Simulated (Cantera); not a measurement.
Feed: 1 mol SiO₂, 0.13 mol C, 3.7 mol N₂, held at 1350 °C and 0.170 bar.

Equilibrium computed with Cantera from the NASA thermochemical tables; the gas is ideal and each condensed phase is pure. Candidate condensed phases: C, Si, SiC, SiO₂, Si₂N₂O, Si₃N₄; 34 gas species. Mutual solubility and eutectic melting of coexisting phases are not modelled. The tables hold silica as quartz up to 1696 K and as liquid above; real silica turns to tridymite and cristobalite and melts near 1996 K. Rates play no part.

Base state: N₂ 0.965, CO 0.0343, SiO 0.000500 (mole fractions); condensed: SiO₂(β-quartz) + Si₂N₂O(s).

Question: What changes in the equilibrium state with this change: temperature from 1350 °C to 1625 °C?

Answer: 
```json
[
 {"species": "N₂", "before": "0.965", "after": "0.934"},
 {"species": "SiO", "before": "0.000500", "after": "0.0328"},
 {"species": "CO", "before": "0.0343", "after": "0.0328"},
 {"species": "CO₂", "before": "5.93e-6", "after": "1.88e-5"},
 {"species": "SiO₂(β-quartz), mol", "before": "0.913", "after": "0"},
 {"species": "Si₂N₂O(s), mol", "before": "0.0427", "after": "0"},
 {"species": "SiO₂(condensed), mol", "before": "0", "after": "0.870"}
]
```

Question: What changes in the equilibrium state with this change: temperature from 1350 °C to 1600 °C?

Answer: 
| species | before | after |
|---|---|---|
| N₂ | 0.965 | 0.934 |
| SiO | 0.000500 | 0.0328 |
| CO | 0.0343 | 0.0328 |
| CO₂ | 5.93e-6 | 1.23e-5 |
| SiO₂(β-quartz), mol | 0.913 | 0 |
| Si₂N₂O(s), mol | 0.0427 | 0 |
| SiO₂(condensed), mol | 0 | 0.870 |
